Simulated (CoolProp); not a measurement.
Saturation properties of tetrahydrofuran.

Computed with CoolProp (reference Helmholtz-energy equation of state, Fiedler 2023).

```csv
T (°C),p (MPa),liquid density (kg/m³),vapour density (kg/m³),enthalpy of vaporisation (kJ/kg),liquid cp (kJ/(kg K))
29.95,0.02677,876.5,0.7738,442.2,1.742
42.85,0.04496,862.1,1.253,433.1,1.791
55.65,0.07174,847.6,1.934,423.9,1.842
68.55,0.1102,832.7,2.884,414.4,1.895
81.35,0.1629,817.6,4.152,404.6,1.950
94.25,0.2340,802.0,5.827,394.3,2.007
107.05,0.3259,786.1,7.966,383.7,2.065
119.95,0.4442,769.6,10.69,372.3,2.127
132.85,0.5923,752.4,14.10,360.3,2.191
145.65,0.7732,734.7,18.29,347.5,2.259
158.55,0.9943,716.1,23.49,333.7,2.333
171.35,1.257,696.5,29.83,318.7,2.414
184.25,1.571,675.4,37.70,302.2,2.507
197.05,1.937,652.8,47.39,284.0,2.618
209.95,2.367,627.6,59.69,263.1,2.761
```

It boils at 65.9 °C under 1 atm.
